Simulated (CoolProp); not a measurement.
Cyclohexane along the isobar 22.4 bar: fugacity coefficient from the reference equation and from simpler models built on Tc = 280.5 °C, pc = 40.81 bar, ω = 0.209; each cubic takes its own stable root.

Model: reference Helmholtz-energy equation of state, Zhou 2014, in CoolProp.

```
T (°C)   phase  reference
------  ------  ---------
193.05  liquid     0.4612
204.85  liquid     0.5384
216.75  liquid     0.6218
228.55  liquid     0.7092
240.35     gas     0.7640
252.15     gas     0.7820
264.05     gas     0.7981
275.85     gas     0.8122
287.65     gas     0.8250
299.55     gas     0.8367
311.35     gas     0.8472
323.15     gas     0.8568
335.05     gas     0.8657
346.85     gas     0.8738
```

Q: How far does each simpler model (Redlich-Kwong, Soave-Redlich-Kwong, Peng-Robinson) lie from the reference over these 14 states: mean and median of the absolute difference, and the worst?

A: 
- Redlich-Kwong: mean 3.6 %, median 0.4 %, worst +15.8 % at 193.05 °C and 22.4 bar
- Soave-Redlich-Kwong: mean 0.6 %, median 0.2 %, worst +1.7 % at 193.05 °C and 22.4 bar
- Peng-Robinson: mean 1.6 %, median 1.7 %, worst -2.0 % at 264.05 °C and 22.4 bar

At some of these states Redlich-Kwong gives the other phase, because its saturation line lies elsewhere.
